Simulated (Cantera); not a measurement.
## Equilibrium for silicon nitride deposition: SiH2Cl2 + N2

Charge: 1 mol SiH2Cl2, a varied amount of N2, held at 1823.15 K and 98.0 mbar.

Method: chemical equilibrium by Gibbs-energy minimisation in Cantera with the NASA 1993 tables (ideal gas, pure condensed phases). Candidate condensed phases: NH4Cl, Si, Si3N4; 28 gas species. The tables' values for SiCl3, SiCl are old estimates; treat these amounts as uncertain. Kinetics and transport are ignored.

From 11 mol N2 to 76 mol N2 the condensed part is Si3N4(s). The main Si-bearing gas is SiCl2 throughout.

| n(N2) (mol) | x N2 | x HCl | x H2 | x SiCl2 | x SiCl3 | x H | x Cl | n Si3N4(s) |
|---|---|---|---|---|---|---|---|---|
| 11 | 0.844 | 0.0538 | 0.0513 | 0.0487 | 0.00165 | 0.000314 | 0.000251 | 0.119 |
| 19 | 0.904 | 0.0337 | 0.0312 | 0.0299 | 0.000815 | 0.000245 | 0.000201 | 0.120 |
| 28 | 0.933 | 0.0237 | 0.0217 | 0.0209 | 0.000481 | 0.000204 | 0.000170 | 0.120 |
| 36 | 0.947 | 0.0187 | 0.0170 | 0.0165 | 0.000338 | 0.000181 | 0.000152 | 0.121 |
| 44 | 0.956 | 0.0155 | 0.0140 | 0.0136 | 0.000255 | 0.000164 | 0.000138 | 0.121 |
| 52 | 0.963 | 0.0132 | 0.0119 | 0.0116 | 0.000201 | 0.000151 | 0.000128 | 0.121 |
| 60 | 0.968 | 0.0115 | 0.0104 | 0.0101 | 0.000163 | 0.000141 | 0.000120 | 0.121 |
| 68 | 0.971 | 0.0102 | 0.00916 | 0.00894 | 0.000136 | 0.000133 | 0.000113 | 0.121 |
| 76 | 0.974 | 0.00917 | 0.00821 | 0.00803 | 0.000116 | 0.000126 | 0.000107 | 0.121 |
x: gas mole fraction; n: condensed amount in mol.
